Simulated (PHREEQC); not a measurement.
## Leach liquor with polishing slurry liquid: an equilibrium model

Solution A (0.088 mol/kgw HCl, 0.0036 mol/kgw Li2SO4 and 0.00022 mol/kgw Fe2(SO4)3) is mixed with solution B (0.0027 mol TMAH, 2.1e-05 mol H4SiO4 and 0.00014 mol CO2 per kg of water) at 25 °C; shares are by mass of water, 1 kg in all. O2 is buffered at 0.21 atm. No CO2 enters from the air. The run lets Fe(OH)3(a), SiO2(a) precipitate or redissolve, and no other solid.

The series has 11 steps of share of solution B, from 0 to 1.

Model: ion-association model, wateq4f.dat, run in PHREEQC.

Between which two steps does the pH jump most, and from what to what?

Between share of solution B = 0.9 and 1: from 2.24 to 11.36.

(CH3)4N+ isn't in the database: it is added as a free cation with an ion size of 4 Å.
